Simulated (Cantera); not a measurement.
A closed system holds: 1 mol CS2, 0.034 mol H2, equilibrated at 1.28 Torr.

Cantera equilibrium calculation (NASA polynomials, part measured and part estimated; ideal gas, pure solids and liquids). Candidate condensed phases: C, C6H6, C7H8, C8H18, S; 83 gas species. Kinetics and transport are ignored. All values below are at 1400 K.

Base state: CS2 0.814, S2 0.148, H2 0.0296, CS 0.00436, H2S 0.00287, SH 0.000701, S 0.000110, H 2.03e-5 (mole fractions); condensed: C(graphite).

Task: What changes in the equilibrium state with this change: 0.29 mol NH3 added?

Result: 
```csv
species,before,after
CS2,0.814,0.518
H2,0.0296,0.271
S2,0.148,0.0940
N2,0,0.0906
H2S,0.00287,0.0209
HCN,0,7.78e-5
H,2.03e-5,6.14e-5
SH,0.000701,0.00169
"C(graphite), mol",0.153,0.166
```
